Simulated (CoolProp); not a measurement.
Vapour-liquid equilibrium of ethane (1) + C3F8 (R218) (2) at 0.425 MPa; x and y are mole fractions of (1).

The numbers come from the multi-fluid Helmholtz-energy mixture model, Bücker 2006 and Lemmon 2006; pair parameters Bell 2016 in CoolProp.

**Question.** Give the bubble temperature and the first vapour's composition at x = 0.2, 0.5, 0.95. Is there an azeotrope?

**Answer.** x = 0.2: 238.5 K, y = 0.760; x = 0.5: 223.2 K, y = 0.905; x = 0.95: 216.9 K, y = 0.980. No azeotrope shows between x = 0.05 and 0.95.

Pair parameters are fitted to limited data, so mixtures are less certain than the pure fluids. With so large a gap from Raoult's law the liquid may split in two, which this calculation doesn't test in full.
